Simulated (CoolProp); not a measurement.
R1234yf at several states: fugacity coefficient from the reference equation and from simpler models built on Tc = 94.7 °C, pc = 3384 kPa, ω = 0.276; each cubic takes its own stable root.

The numbers come from the reference Helmholtz-energy equation of state, Lemmon 2022 in CoolProp.

| T (°C) | p (kPa) | phase | reference | van der Waals | Soave-Redlich-Kwong | Peng-Robinson |
|---|---|---|---|---|---|---|
| 4.85 | 16700 | liquid | ___ | ___ | 0.04308 | ___ |
| 125.95 | 2770 | gas | 0.7933 | 0.8033 | 0.7999 | 0.7786 |
| -119.75 | 3760 | liquid | 3.360e-5 | 0.009480 | 3.378e-5 | 3.882e-5 |
| -136.55 | 1630 | liquid | 5.473e-6 | 0.006724 | ___ | 7.048e-6 |
| -66.45 | 243 | liquid | ___ | 0.7688 | 0.05679 | 0.05897 |

Q: Some entries are withheld; supply them.

A: 
- 4.85, reference: 0.03922
- 4.85, van der Waals: 0.1397
- 4.85, Peng-Robinson: 0.03902
- -136.55, Soave-Redlich-Kwong: 5.596e-6
- -66.45, reference: 0.05791
